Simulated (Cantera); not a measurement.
**Premixed flame**

A freely propagating, adiabatic, planar premixed flame of 6.93 % CH4, 19.6 % O2, 73.5 % N2, equivalence ratio 0.71, unburnt at 650 K and 100000 Pa; multicomponent+Soret transport, grid criteria slope 0.08 and curve 0.16, no radiation.

Model: GRI-Mech 3.0 (53 species, 325 reactions), integrated in Cantera. Burning velocities carry a grid error of a few per cent, more on coarse grids.

```json
[
 {"z (mm)": "-1.16", "T (K)": "650", "u (m/s)": "1.09", "x CH4": "0.0693", "x O2": "0.195", "x C2H": "<1e-8", "x OH": "<1e-8", "x HO2": "1.32e-7", "x H2O": "5.04e-5"},
 {"z (mm)": "-0.776", "T (K)": "652", "u (m/s)": "1.10", "x CH4": "0.0690", "x O2": "0.195", "x C2H": "<1e-8", "x OH": "<1e-8", "x HO2": "1.50e-6", "x H2O": "0.000430"},
 {"z (mm)": "-0.582", "T (K)": "660", "u (m/s)": "1.11", "x CH4": "0.0682", "x O2": "0.195", "x C2H": "<1e-8", "x OH": "2.52e-8", "x HO2": "6.70e-6", "x H2O": "0.00157"},
 {"z (mm)": "-0.388", "T (K)": "704", "u (m/s)": "1.19", "x CH4": "0.0647", "x O2": "0.192", "x C2H": "<1e-8", "x OH": "8.24e-7", "x HO2": "3.87e-5", "x H2O": "0.00733"},
 {"z (mm)": "-0.194", "T (K)": "984", "u (m/s)": "1.67", "x CH4": "0.0472", "x O2": "0.168", "x C2H": "<1e-8", "x OH": "3.86e-5", "x HO2": "0.000127", "x H2O": "0.0375"},
 {"z (mm)": "-0.0970", "T (K)": "1308", "u (m/s)": "2.24", "x CH4": "0.0268", "x O2": "0.136", "x C2H": "<1e-8", "x OH": "0.000357", "x HO2": "0.000192", "x H2O": "0.0711"},
 {"z (mm)": "0", "T (K)": "1633", "u (m/s)": "2.81", "x CH4": "0.00669", "x O2": "0.0976", "x C2H": "2.22e-8", "x OH": "0.00239", "x HO2": "0.000151", "x H2O": "0.106"},
 {"z (mm)": "0.0970", "T (K)": "1773", "u (m/s)": "3.05", "x CH4": "0.000527", "x O2": "0.0757", "x C2H": "<1e-8", "x OH": "0.00573", "x HO2": "3.25e-5", "x H2O": "0.121"},
 {"z (mm)": "0.194", "T (K)": "1822", "u (m/s)": "3.12", "x CH4": "2.26e-5", "x O2": "0.0681", "x C2H": "<1e-8", "x OH": "0.00724", "x HO2": "1.48e-5", "x H2O": "0.123"},
 {"z (mm)": "0.388", "T (K)": "1884", "u (m/s)": "3.21", "x CH4": "5.85e-8", "x O2": "0.0632", "x C2H": "<1e-8", "x OH": "0.00790", "x HO2": "1.10e-5", "x H2O": "0.125"},
 {"z (mm)": "0.776", "T (K)": "1959", "u (m/s)": "3.32", "x CH4": "<1e-8", "x O2": "0.0603", "x C2H": "<1e-8", "x OH": "0.00762", "x HO2": "7.49e-6", "x H2O": "0.127"},
 {"z (mm)": "1.55", "T (K)": "2029", "u (m/s)": "3.43", "x CH4": "<1e-8", "x O2": "0.0585", "x C2H": "<1e-8", "x OH": "0.00640", "x HO2": "4.45e-6", "x H2O": "0.131"},
 {"z (mm)": "3.10", "T (K)": "2076", "u (m/s)": "3.50", "x CH4": "<1e-8", "x O2": "0.0576", "x C2H": "<1e-8", "x OH": "0.00479", "x HO2": "2.68e-6", "x H2O": "0.134"}
]
```
x: mole fraction of selected species; z is measured from the peak of heat release.

```yaml
laminar_burning_velocity: 109 cm/s
thermal_thickness: 0.388 mm
peak x(C2H): 2.78e-8
peak x(OH): 0.00792
peak x(HO2): 0.000206
grid_points: 139
```
